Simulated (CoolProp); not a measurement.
Vapour-liquid equilibrium of CH2F2 (R32) (1) + R134a (2) at 193.4 K; x and y are mole fractions of (1).

Values from CoolProp's multi-fluid Helmholtz-energy mixture model, Tillner-Roth 1997 and Tillner-Roth 1994; pair parameters Lemmon 2004.

```
x     bubble pressure, mixture model (MPa)  bubble pressure, Raoult's law (MPa)  y, mixture model  y, Raoult's law
----  ------------------------------------  -----------------------------------  ----------------  ---------------
0.05                              0.004598                             0.004510             0.225            0.210
0.15                              0.006246                             0.006033             0.487            0.472
0.25                              0.007834                             0.007557             0.637            0.628
0.35                              0.009375                             0.009080             0.735            0.732
0.45                               0.01088                              0.01060             0.805            0.806
0.55                               0.01236                              0.01213             0.857            0.861
0.65                               0.01382                              0.01365             0.899            0.904
0.75                               0.01529                              0.01517             0.934            0.938
0.85                               0.01675                              0.01670             0.963            0.966
0.95                               0.01824                              0.01822             0.989            0.990
```

The largest gap from Raoult's law is +3.7 % in bubble pressure, at x = 0.25. No azeotrope shows between x = 0.05 and 0.95.

The pair parameters rest on a limited set of measurements; away from them the model extrapolates.
